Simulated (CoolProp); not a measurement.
Vapour-liquid equilibrium of ethanol (1) + n-octane (2) at 129.35 °C; x and y are mole fractions of (1).

Values from CoolProp's multi-fluid Helmholtz-energy mixture model, Schroeder 2014 and Beckmüller 2019; pair parameters Bell 2016.

```
x     bubble pressure, mixture model (kPa)  bubble pressure, Raoult's law (kPa)  y, mixture model  y, Raoult's law
----  ------------------------------------  -----------------------------------  ----------------  ---------------
0.05                            (withheld)                                134.7             0.486            0.209
0.2                             (withheld)                                202.3             0.723            0.556
0.35                            (withheld)                                269.9             0.774            0.730
0.5                                  483.3                                337.5             0.801            0.834
0.65                            (withheld)                                405.1        (withheld)            0.903
0.8                             (withheld)                                472.7             0.876            0.953
0.95                                 558.3                                540.3             0.959            0.990
```

Q: What belongs in the gaps?

A: 
- 0.05, bubble pressure, mixture model (kPa): 217.8
- 0.2, bubble pressure, mixture model (kPa): 386.9
- 0.35, bubble pressure, mixture model (kPa): 451.1
- 0.65, bubble pressure, mixture model (kPa): 509.3
- 0.65, y, mixture model: 0.830
- 0.8, bubble pressure, mixture model (kPa): 535.7

The largest gap from Raoult's law is +91.3 % in bubble pressure, at x = 0.2. No azeotrope shows between x = 0.05 and 0.95.

Pair parameters are fitted to limited data, so mixtures are less certain than the pure fluids. With so large a gap from Raoult's law the liquid may split in two, which this calculation doesn't test in full.
